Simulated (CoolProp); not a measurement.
Properties of R134a along the isotherm -79.45 °C.

The numbers come from the reference Helmholtz-energy equation of state, Tillner-Roth 1994 in CoolProp.

```
p (MPa)   phase  cp (kJ/(kg K))  speed of sound (m/s)  Joule-Thomson coefficient (K/MPa)  isothermal compressibility (1/MPa)  viscosity (µPa s)  conductivity (mW/(m K))
-------  ------  --------------  --------------------  ---------------------------------  ----------------------------------  -----------------  -----------------------
0.0321   liquid           1.199                 999.2                            -0.3592                           0.0009859               1010                      131
0.0471   liquid           1.199                 999.2                            -0.3593                           0.0009858               1010                      131
0.0691   liquid           1.199                 999.3                            -0.3593                           0.0009855               1010                      131
0.101    liquid           1.199                 999.5                            -0.3593                           0.0009852               1010                      131
0.149    liquid           1.199                 999.7                            -0.3594                           0.0009847               1010                      131
0.219    liquid           1.198                1000.0                            -0.3595                           0.0009839               1010                      131
0.321    liquid           1.198                  1000                            -0.3596                           0.0009828               1010                      131
0.471    liquid           1.198                  1001                            -0.3598                           0.0009813               1010                      131
0.691    liquid           1.198                  1002                            -0.3600                           0.0009789               1010                      131
1.01     liquid           1.198                  1003                            -0.3604                           0.0009756               1020                      132
1.49     liquid           1.197                  1005                            -0.3610                           0.0009706               1020                      132
2.19     liquid           1.196                  1008                            -0.3618                           0.0009634               1030                      132
3.21     liquid           1.195                  1013                            -0.3629                           0.0009532               1040                      132
4.71     liquid           1.194                  1019                            -0.3646                           0.0009386               1060                      133
6.91     liquid           1.192                  1028                            -0.3668                           0.0009181               1090                      134
10.1     liquid           1.189                  1040                            -0.3700                           0.0008903               1130                      135
```

Viscosity comes from a separate model (Huber 2003), an estimate that may be off by 10 % or more. Thermal conductivity comes from a separate model (McLinden 2000), an estimate that may be off by 10 % or more.
